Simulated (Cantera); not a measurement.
An adiabatic, constant-volume homogeneous reactor starts with CH₄ : O₂ : N₂ : H₂O = 1 : 4.26 : 16 : 4.8 (molar parts), equivalence ratio 0.47, at 1275 K and 7.70 bar.

Model: GRI-Mech 3.0 (53 species, 325 reactions), integrated in Cantera.

Problem. Predict: time of steepest temperature rise; temperature at 8.00 s; equilibrium temperature; x(O₂) at 8.00 s; x(H₂O) at 8.00 s; x(H₂) at 8.00 s.

Solution. 
```json
{
  "time_of_steepest_temperature_rise": "2.17 ms",
  "temperature at 8.00 s": "2202 K",
  "equilibrium_temperature": "2202 K",
  "x(O₂) at 8.00 s": "0.0824 (gas-phase equilibrium 0.0824)",
  "x(H₂O) at 8.00 s": "0.259 (gas-phase equilibrium 0.259)",
  "x(H₂) at 8.00 s": "0.000287 (gas-phase equilibrium 0.000287)"
}
```
